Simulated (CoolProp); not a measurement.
Vapour-liquid equilibrium of propylene (1) + R134a (2) at 23.15 °C; x and y are mole fractions of (1).

Values from CoolProp's multi-fluid Helmholtz-energy mixture model, Lemmon 2013 and Tillner-Roth 1994; pair parameters Bell 2016.

```tsv
x	bubble pressure (MPa)	y at the bubble point	dew pressure at overall composition x (MPa)	liquid density (mol/L)
0.05	0.7107	0.140	0.6567	11.85
0.125	0.8152	0.286	0.7014	11.78
0.2	0.9007	0.388	0.7512	11.72
0.275	0.9696	0.464	0.8066	11.67
0.35	1.024	0.523	0.8678	11.63
0.425	1.068	0.573	0.9342	11.60
0.5	1.102	0.618	1.003	11.59
0.575	1.128	0.659	1.069	11.59
0.65	1.147	0.701	1.123	11.62
0.725	1.159	0.746	1.154	11.68
0.8	1.162	0.796	1.162	11.76
0.875	1.154	0.857	1.149	11.87
0.95	1.130	0.934	1.124	12.00
```

y crosses x between x = 0.725 and 0.8: the model has an azeotrope there.

The pair parameters rest on a limited set of measurements; away from them the model extrapolates.
